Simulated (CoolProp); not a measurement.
Vapour-liquid equilibrium of R114 (1) + R113 (2) at 47.85 °C; x and y are mole fractions of (1).

Values from CoolProp's multi-fluid Helmholtz-energy mixture model, Platzer 1990 and Marx 1992; pair parameters Bell 2016. This equation is an older, rougher fit; its heat capacities, sound speeds and derivatives of the liquid may be far off and weren't checked against measurements.

**Question.** Give the bubble pressure and the first vapour's composition at x = 0.55, 0.75, 0.85. Is there an azeotrope?

**Answer.** x = 0.55: 0.2754 MPa, y = 0.819; x = 0.75: 0.3393 MPa, y = 0.914; x = 0.85: 0.3717 MPa, y = 0.952. No azeotrope shows between x = 0.05 and 0.95.

Pair parameters are fitted to limited data, so mixtures are less certain than the pure fluids.
